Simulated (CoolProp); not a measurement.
The numbers come from the reference Helmholtz-energy equation of state, Tillner-Roth 1997 in CoolProp.

### Question
Give the vapour pressure (bar), vapour density (kg/m³), liquid cp (kJ/(kg K)), liquid viscosity (µPa s) of saturated CH2F2 (R32) at 284.3 K.

### Answer
| T (K) | p (bar) | vapour density (kg/m³) | liquid cp (kJ/(kg K)) | liquid viscosity (µPa s) |
|---|---|---|---|---|
| 284.3 | 11.5 | 31.3 | 1.81 | 133 |

Viscosity comes from a separate model (Bell 2016), an estimate that may be off by 10 % or more.
